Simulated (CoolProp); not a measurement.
Model: reference Helmholtz-energy equation of state, Lemmon 2006, in CoolProp. It is a short technical equation, of lower accuracy than the large ones.

**Question.** Give the vapour pressure (kPa), liquid density (kg/m³), vapour density (kg/m³), surface tension (mN/m) of saturated C3F8 (R218) at 219.9 K.

**Answer.** 
```csv
T (K),p (kPa),liquid density (kg/m³),vapour density (kg/m³),surface tension (mN/m)
219.9,45.0,1670,4.78,12.5
```

Surface tension comes from a separate correlation (Mulero 2012).
